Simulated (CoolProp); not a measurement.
A simple Rankine cycle with R1336mzz(E): condensing at 296.15 K, boiler at 0.59 MPa, turbine inlet 349.4 K, turbine efficiency 0.85, pump efficiency 0.8, no recuperator. Each further row changes one setting.

Computed with CoolProp (reference Helmholtz-energy equation of state, Akasaka 2023).

```json
[
 {"case": "as stated", "thermal efficiency (%)": "8.2", "net work (kJ/kg)": "15.1", "heat in (kJ/kg)": "185", "turbine exit temperature (K)": "324.1", "volume ratio over the turbine": "3.36"},
 {"case": "turbine inlet 369.4 K", "thermal efficiency (%)": "8.1", "net work (kJ/kg)": "16.4", "heat in (kJ/kg)": "204", "turbine exit temperature (K)": "344.3", "volume ratio over the turbine": "3.30"},
 {"case": "condensing temperature 288.15 K", "thermal efficiency (%)": "9.7", "net work (kJ/kg)": "18.9", "heat in (kJ/kg)": "195", "turbine exit temperature (K)": "318.7", "volume ratio over the turbine": "4.49"},
 {"case": "boiler pressure 0.413 MPa", "thermal efficiency (%)": "5.9", "net work (kJ/kg)": "11.1", "heat in (kJ/kg)": "188", "turbine exit temperature (K)": "332.5", "volume ratio over the turbine": "2.30"},
 {"case": "turbine efficiency 0.75", "thermal efficiency (%)": "7.2", "net work (kJ/kg)": "13.3", "heat in (kJ/kg)": "185", "turbine exit temperature (K)": "326.2", "volume ratio over the turbine": "3.38"}
]
```
